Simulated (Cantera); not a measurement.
Input: 1 mol borazine, 9.3 mol NH3, 0.53 mol H2, held at 0.0120 bar.

Cantera equilibrium calculation (NASA polynomials, part measured and part estimated; ideal gas, pure solids and liquids). Candidate condensed phases: B, BN; 15 gas species. The feed counts by its element totals alone. Rates play no part.

Question: At 1748 K, list the 3 most abundant gas species with their mole fractions, and the condensed phases.

Answer: H2 0.788, N2 0.210, H 0.00185. Condensed: BN(s).
